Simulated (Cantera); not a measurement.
What does this Cantera script print?

```python
import numpy as np
import cantera as ct

gas = ct.Solution("h2o2.yaml")
gas.TPX = 550, 100000, {'H2': 1, 'O2': 0.575, 'N2': 1.61, 'H2O': 0.18}
flame = ct.FreeFlame(gas, width=0.04)
flame.set_refine_criteria(ratio=3, slope=0.08, curve=0.16)
flame.transport_model = "mixture-averaged"
flame.solve(loglevel=0, auto=True)
flame.transport_model = "multicomponent"
flame.soret_enabled = False
flame.solve(loglevel=0, refine_grid=True)
z, T = flame.grid, flame.T
thick = (T[-1] - T[0]) / np.gradient(T, z).max()
show = ['H2', 'O2', 'H2O', 'H2O2', 'OH', 'O']
print(f"laminar burning velocity  {flame.velocity[0] * 100:.3f} cm/s")
print(f"burnt temperature         {T[-1]:.1f} K")
print(f"thermal thickness         {thick * 1e3:.4f} mm")
print(f"grid points               {len(z)}")
z0 = z[flame.heat_release_rate.argmax()]
print(f"{'z/mm':>9s}{'T/K':>9s}{'u/(m/s)':>9s}" + "".join(f"{s:>11s}" for s in show))
rows = []
for k in (-3, -2, -1.5, -1, -0.5, -0.25, 0, 0.25, 0.5, 1, 2, 4, 8):
    zz = z0 + k * thick
    rows.append([k * thick, np.interp(zz, z, T), np.interp(zz, z, flame.velocity),
                 *(np.interp(zz, z, flame.X[gas.species_index(s)]) for s in show)])
    print(f"{rows[-1][0] * 1e3:9.3f}{rows[-1][1]:9.1f}{rows[-1][2]:9.3f}" + "".join(f"{x:11.3e}" for x in rows[-1][3:]))
```

Result:

```
laminar burning velocity  663.628 cm/s
burnt temperature         2498.5 K
thermal thickness         0.3890 mm
grid points               123
     z/mm      T/K  u/(m/s)         H2         O2        H2O       H2O2         OH          O
   -1.167    550.0    6.636  2.972e-01  1.709e-01  5.349e-02  4.082e-15  2.143e-16  8.507e-15
   -0.778    550.0    6.636  2.972e-01  1.709e-01  5.349e-02  2.413e-13  2.022e-14  8.045e-13
   -0.584    550.0    6.636  2.972e-01  1.709e-01  5.349e-02  9.889e-12  8.524e-13  3.387e-11
   -0.389    550.0    6.636  2.971e-01  1.709e-01  5.350e-02  1.436e-09  1.115e-10  3.431e-09
   -0.195    559.2    6.718  2.936e-01  1.714e-01  5.407e-02  2.979e-06  1.447e-05  3.040e-06
   -0.097    762.0    8.928  2.620e-01  1.678e-01  7.233e-02  3.318e-05  9.715e-04  2.488e-04
    0.000   1229.0   13.838  1.596e-01  1.310e-01  1.600e-01  9.903e-06  4.024e-03  5.230e-03
    0.097   1567.5   17.382  6.888e-02  7.155e-02  2.644e-01  4.187e-06  1.269e-02  1.347e-02
    0.195   1735.2   19.104  4.727e-02  5.197e-02  2.972e-01  2.325e-06  1.802e-02  1.529e-02
    0.389   1908.2   20.786  4.201e-02  4.500e-02  3.132e-01  1.208e-06  2.168e-02  1.357e-02
    0.778   2080.8   22.391  3.720e-02  4.037e-02  3.290e-01  7.015e-07  2.349e-02  1.051e-02
    1.556   2240.9   23.822  3.023e-02  3.605e-02  3.463e-01  4.817e-07  2.330e-02  7.355e-03
    3.112   2373.9   24.970  2.240e-02  3.240e-02  3.630e-01  4.021e-07  2.125e-02  4.735e-03
```

Computed with Cantera and the H2/O2 subset of GRI-Mech 3.0, which has no nitrogen chemistry. Burning velocities carry a grid error of a few per cent, more on coarse grids.
